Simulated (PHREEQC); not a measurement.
Alkaline etch or developer (model solution)

A solution holds 0.024 mol NH3, 0.004 mol NaAlO2 and 6e-05 mol K2CO3 per kg of water, at 25 °C. Closed to the air; pH follows from the charge balance.

Model: ion-association model, wateq4f.dat, run in PHREEQC.

```yaml
pH: 10.81
ionic_strength: 0.00485 mol/kgw
total_alkalinity: 40.1 meq/kg
```

| species | molality | activity | log γ |
|---|---|---|---|
| NH3 | 0.0233 | 0.0233 | 0.000 |
| Al(OH)4- | 0.00400 | 0.00371 | -0.032 |
| Na+ | 0.00400 | 0.00371 | -0.032 |
| OH- | 0.000696 | 0.000645 | -0.033 |
| NH4+ | 0.000684 | 0.000634 | -0.032 |
| K+ | 0.000120 | 0.000111 | -0.033 |
| CO3-2 | 4.54e-5 | 3.39e-5 | -0.126 |

This is a speciation only: nothing precipitates in the calculation. The solution is supersaturated, for example in Boehmite (slow to form), Gibbsite (slow to form), so a real one may precipitate; this is no full list. Complexes and solids missing from the database can't appear.
